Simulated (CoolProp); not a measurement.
Properties of water along the isobar 2.78 bar.

Values from CoolProp's reference Helmholtz-energy equation of state, Wagner 2002.

```csv
T (°C),phase,density (kg/m³),cp (kJ/(kg K)),cv (kJ/(kg K)),Joule-Thomson coefficient (K/MPa)
5.65,liquid,1000,4.203,4.202,-0.2362
34.45,liquid,(withheld),4.179,4.098,-0.2154
63.25,liquid,981.6,4.186,3.960,-0.1989
92.05,liquid,964.0,4.207,3.809,-0.1829
120.75,liquid,(withheld),4.245,3.662,-0.1651
149.55,gas,1.460,2.139,1.590,37.76
178.35,gas,1.358,2.069,1.550,28.63
207.15,gas,1.272,2.039,1.537,22.52
235.95,gas,1.196,2.029,1.536,18.22
264.75,gas,1.130,2.028,(withheld),15.07
```

Q: What belongs in the gaps?

A: 
- 34.45, density (kg/m³): 994.3
- 120.75, density (kg/m³): 942.5
- 264.75, cv (kJ/(kg K)): 1.543
